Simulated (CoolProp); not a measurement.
The fluid at 293.15 K and 0.492 MPa flows at 0.15 m/s in a round tube of 25 mm bore and 1.5 µm roughness, fully developed (64/Re and Nu = 3.66 if laminar; Colebrook and Gnielinski if turbulent). The same conditions are run with several fluids, on thermodynamics alone (safety and materials aside).

Values from CoolProp's reference Helmholtz-energy equation of state of each fluid (R143a: Lemmon and Jacobsen 2000; R407C: Lemmon 2003; R13: Platzer 1990). The equations of Platzer and Polt are older, rougher fits. Blends and air are pseudo-pure fits.

**Question.** Rank R143a, R407C, R13 by Reynolds number, highest first.

**Answer.** R143a (6370), R407C (5930), R13 (5860)

```
fluid  Darcy friction factor  pressure drop (Pa/m)  heat-transfer coefficient (W/(m² K))  mass flow (kg/h)
-----  ---------------------  --------------------  ------------------------------------  ----------------
R143a                 0.0350                 0.294                                  12.3              4.96
R407C                 0.0357                 0.307                                  10.8              5.06
R13                   0.0358                 0.357                                  9.48              5.87
```

Transport values come from each fluid's own correlations; those of R143a, R13 are estimates that may be off by 10 % or more.
